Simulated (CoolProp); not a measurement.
R404A along the isotherm 363 K: density (kg/m³) from the reference equation and from simpler models built on Tc = 345.3 K, pc = 3.735 MPa, ω = 0.293; each cubic takes its own stable root.

The numbers come from the reference Helmholtz-energy equation of state, Lemmon 2003 in CoolProp. It is a pseudo-pure fit of the blend.

```
p (MPa)          phase  reference  ideal gas  van der Waals  Redlich-Kwong  Soave-Redlich-Kwong
-------  -------------  ---------  ---------  -------------  -------------  -------------------
0.0295             gas     0.9563     0.9540         0.9560         0.9562               0.9562
0.0445             gas      1.444      1.439          1.444          1.444                1.444
0.0672             gas      2.185      2.173          2.184          2.185                2.184
0.101              gas      3.294      3.266          3.290          3.293                3.292
0.153              gas      5.011      4.948          5.002          5.009                5.007
0.231              gas      7.615      7.470          7.595          7.611                7.606
0.348              gas      11.59      11.25          11.54          11.58                11.57
0.525              gas      17.76      16.98          17.65          17.73                17.71
0.792              gas      27.46      25.61          27.20          27.39                27.33
1.19               gas      42.90      38.48          42.30          42.74                42.59
1.8                gas      69.40      58.21          67.92          69.00                68.56
2.72               gas      118.8      87.96          115.1          117.8                116.1
4.1      supercritical      240.2      132.6          241.9          240.7                227.8
6.19     supercritical      663.9      200.2          507.4          565.5                529.7
9.34     supercritical      815.7      302.0          587.2          698.0                678.1
```
